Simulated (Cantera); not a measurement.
An adiabatic, constant-pressure homogeneous reactor starts with 3.43 % CH4, 4.12 % H2, 19.4 % O2, 73.1 % N2, equivalence ratio 0.46, at 1225 K and 0.987 atm.

Computed with Cantera and GRI-Mech 3.0 (53 species, 325 reactions).

One state of this run: T (K) = 2208; x CH4 = <1e-12; x H2 = 0.000405; x O2 = 0.105; x C2H4 = <1e-12; x CO2 = 0.0343. x: mole fraction; the columns are a selection and need not sum to one.

### Question
Which value of t (s) does it belong to?
A) 5.52e-5
B) 0.000317
C) 9.59e-6
D) 0.0252

### Answer
D, 0.0252
